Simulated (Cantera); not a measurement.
Source: NASA polynomial tables (part measured, part estimated), evaluated in Cantera. Values are per mole of reaction as written; species without (g) are pure solids or liquids, kept so even where they would boil at 1 bar.

2 B2O3(g) ⇌ O2(g) + 2 B2O2(g), with ΔH° = 759.9 kJ and ΔS° = 122.9 J/K at 300 K.

### Question
How far is the shortcut ΔG° ≈ ΔH°(300 K) − T·ΔS°(300 K) from the full temperature-dependent value at 375, 525, 675, 825, 975, 1125, 1275 K?

### Answer
| T (K) | shortcut (kJ) | full (kJ) | difference (kJ) | difference in log10 K |
|---|---|---|---|---|
| 375 | 713.8 | 713.7 | 0.1 | -0.01 |
| 525 | 695.4 | 694.9 | 0.5 | -0.05 |
| 675 | 677.0 | 675.8 | 1.1 | -0.09 |
| 825 | 658.5 | 656.7 | 1.8 | -0.11 |
| 975 | 640.1 | 637.7 | 2.4 | -0.13 |
| 1125 | 621.7 | 618.6 | 3.0 | -0.14 |
| 1275 | 603.2 | 599.6 | 3.6 | -0.15 |
The shortcut ignores the heat-capacity change of the reaction.
